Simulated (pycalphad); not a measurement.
**Effect of Fe content in Al-Fe-Si**

Computed with pycalphad from the COST 507 light-alloy database (1999), at 1 atm. The data set is of 1999 and partly superseded. Phase fractions are per mole of atoms.

```csv
alloy,liquidus (K),first solid,solidus (K),phases at 800 K
Al-5.37Fe-6.82Si (at.%),[?],AL13FE4,[?],[?]
Al-8.05Fe-6.82Si (at.%),1199,AL13FE4,893,"fcc 0.50, ALFESI_BETA 0.37, ALFESI_ALPHA 0.13"
Al-10.74Fe-6.82Si (at.%),1258,AL13FE4,893,"fcc 0.39, ALFESI_ALPHA 0.39, ALFESI_BETA 0.23"
Al-16.11Fe-6.82Si (at.%),1335,AL13FE4,897,"ALFESI_ALPHA 0.85, fcc 0.15"
```

Task: Fill in the missing entries.

Result: 
- Al-5.37Fe-6.82Si (at.%), liquidus (K): 1120
- Al-5.37Fe-6.82Si (at.%), solidus (K): 850
- Al-5.37Fe-6.82Si (at.%), phases at 800 K: fcc 0.63, ALFESI_BETA 0.36, diamond (Si) 0.01

Database names, with the compositions (at.%) that they take in these runs: AL13FE4: Al 74-76 Fe 24 Si 1; ALFESI_ALPHA: Al 71-73 Fe 19 Si 8-10; ALFESI_BETA: Al 70 Fe 15 Si 15.
